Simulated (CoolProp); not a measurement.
Vapour-liquid equilibrium of n-butane (1) + acetone (2) at 2.21 bar; x and y are mole fractions of (1).

Computed with CoolProp (multi-fluid Helmholtz-energy mixture model, Bücker 2006 and Lemmon 2006; pair parameters Bell 2016).

```json
[
 {"x": "0.05", "bubble temperature (°C)": "63.4", "y at the bubble point": "0.425", "dew temperature at overall composition x (°C)": "?", "liquid density (mol/L)": "12.49"},
 {"x": "0.15", "bubble temperature (°C)": "42.5", "y at the bubble point": "0.739", "dew temperature at overall composition x (°C)": "75.4", "liquid density (mol/L)": "12.44"},
 {"x": "0.25", "bubble temperature (°C)": "33.2", "y at the bubble point": "0.828", "dew temperature at overall composition x (°C)": "71.4", "liquid density (mol/L)": "12.17"},
 {"x": "0.35", "bubble temperature (°C)": "29.1", "y at the bubble point": "0.861", "dew temperature at overall composition x (°C)": "67.0", "liquid density (mol/L)": "11.83"},
 {"x": "0.45", "bubble temperature (°C)": "27.2", "y at the bubble point": "0.877", "dew temperature at overall composition x (°C)": "62.1", "liquid density (mol/L)": "11.46"},
 {"x": "0.55", "bubble temperature (°C)": "26.1", "y at the bubble point": "0.886", "dew temperature at overall composition x (°C)": "56.4", "liquid density (mol/L)": "?"},
 {"x": "0.65", "bubble temperature (°C)": "25.3", "y at the bubble point": "0.894", "dew temperature at overall composition x (°C)": "49.7", "liquid density (mol/L)": "?"},
 {"x": "0.75", "bubble temperature (°C)": "24.5", "y at the bubble point": "0.906", "dew temperature at overall composition x (°C)": "41.5", "liquid density (mol/L)": "10.49"},
 {"x": "0.85", "bubble temperature (°C)": "23.5", "y at the bubble point": "0.927", "dew temperature at overall composition x (°C)": "30.5", "liquid density (mol/L)": "10.23"},
 {"x": "0.95", "bubble temperature (°C)": "22.4", "y at the bubble point": "0.967", "dew temperature at overall composition x (°C)": "22.8", "liquid density (mol/L)": "10.01"}
]
```

### Question
Complete the blanks.

### Answer

- 0.05, dew temperature at overall composition x (°C): 79.1
- 0.55, liquid density (mol/L): 11.11
- 0.65, liquid density (mol/L): 10.78

No azeotrope shows between x = 0.05 and 0.95.

Pair parameters are fitted to limited data, so mixtures are less certain than the pure fluids. With so large a gap from Raoult's law the liquid may split in two, which this calculation doesn't test in full.
